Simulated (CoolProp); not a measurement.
Saturated liquid density (kg/m³) of n-perfluorobutane: the reference equation beside estimates from Tc = 113.2 °C, pc = 2.322 MPa, ω = 0.372. Rackett uses Z = 0.29056 − 0.08775 ω.

The numbers come from the reference Helmholtz-energy equation of state, Gao 2022 in CoolProp.

| T (°C) | reference | Rackett | van der Waals | Redlich-Kwong | Soave-Redlich-Kwong | Peng-Robinson |
|---|---|---|---|---|---|---|
| -11.95 | 1631 | 1781 | 1002 | 1460 | 1544 | 1745 |
| -6.75 | 1613 | 1760 | 991.1 | 1440 | 1525 | 1725 |
| -1.65 | 1595 | 1739 | 979.9 | 1420 | 1507 | 1705 |
| 3.55 | 1576 | 1718 | 968.2 | 1399 | 1487 | 1683 |
| 8.65 | 1557 | 1696 | 956.4 | 1378 | 1467 | 1661 |
| 13.75 | 1539 | 1674 | 944.2 | 1356 | 1446 | 1638 |
| 18.95 | 1519 | 1650 | 931.5 | 1333 | 1424 | 1614 |
| 24.05 | 1499 | 1627 | 918.6 | 1310 | 1401 | 1589 |
| 29.25 | 1479 | 1602 | 905.0 | 1286 | 1377 | 1562 |
| 34.35 | 1458 | 1578 | 891.3 | 1261 | 1352 | 1534 |
| 39.45 | 1437 | 1552 | 877.0 | 1235 | 1326 | 1505 |
| 44.65 | 1414 | 1525 | 862.0 | 1208 | 1298 | 1473 |

Absolute difference from the reference over all 12 rows, mean and median: Rackett 8.6 and 8.7 %, van der Waals 38.7 and 38.7 %, Redlich-Kwong 12.2 and 12.1 %, Soave-Redlich-Kwong 6.4 and 6.1 %, Peng-Robinson 6.1 and 6.3 %.
